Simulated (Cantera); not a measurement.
Gas-phase reforming

An isothermal, constant-pressure homogeneous reactor starts with CH4 : H2O : H2 = 1 : 0.4 : 0.92 (molar parts), at 1625 K and 1.01 bar.

Model: GRI-Mech 3.0 (53 species, 325 reactions), integrated in Cantera. GRI-Mech 3.0 stops at C3 and has no aromatics, soot or wall deposition, so with more carbon than oxygen in the feed, carbon stays in small species such as C2H2 where larger ones or solid carbon would form.

```tsv
t (s)	x CH4	x H2O	x H2	x C2H4	x OH	x CO
0.000800	0.425	0.172	0.400	0.00143	4.99e-7	4.84e-6
0.00253	0.411	0.171	0.411	0.00407	5.03e-7	2.57e-5
0.00800	0.369	0.166	0.443	0.00518	4.89e-7	0.000105
0.0253	0.280	0.154	0.512	0.00484	4.62e-7	0.000487
0.0800	0.160	0.138	0.606	0.00568	4.34e-7	0.00225
0.253	0.0759	0.119	0.676	0.00696	4.08e-7	0.00916
0.800	0.0541	0.0923	0.710	0.00681	3.24e-7	0.0294
2.53	0.0490	0.0507	0.743	0.00571	1.74e-7	0.0654
8.00	0.0438	0.0132	0.772	0.00459	4.45e-8	0.0999
25.3	0.0418	0.000447	0.782	0.00419	1.50e-9	0.112
80.0	0.0417	1.43e-6	0.782	0.00418	4.80e-12	0.112
```
x: mole fraction; the columns are a selection and need not sum to one.

Equilibrium at this temperature and pressure: CH4 0.0417, H2O 1.43e-6, H2 0.782, C2H4 0.00418, OH 4.79e-12, CO 0.112 (gas phase only).
